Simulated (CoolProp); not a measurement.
Saturation properties of CH2F2 (R32) (Tc = 78.1 °C, pc = 5.783 MPa, ω = 0.277).

Values from CoolProp's reference Helmholtz-energy equation of state, Tillner-Roth 1997.

```
T (°C)    p (MPa)  liquid cp (kJ/(kg K))  vapour viscosity (µPa s)  liquid conductivity (mW/(m K))
-------  --------  ---------------------  ------------------------  ------------------------------
-106.75  0.002017                  1.563                      7.35                             228
-86.25        [?]                    [?]                      8.28                             216
-65.65    0.04696                  1.570                      9.22                             203
-45.05     0.1403                  1.598                      10.2                             189
-24.55     0.3405                  1.646                      11.1                             174
-3.95      0.7151                  1.725                      12.1                             158
16.65         [?]                  1.856                      13.3                             141
37.15       2.311                  2.108                      14.6                             124
```

Question: What belongs in the gaps?

Answer: 
- -86.25, p (MPa): 0.01185
- -86.25, liquid cp (kJ/(kg K)): 1.559
- 16.65, p (MPa): 1.342

It boils at -51.7 °C under 1 atm.

Viscosity comes from a separate model (Bell 2016), an estimate that may be off by 10 % or more. Thermal conductivity comes from a separate model (Huber 2003), an estimate that may be off by 10 % or more.
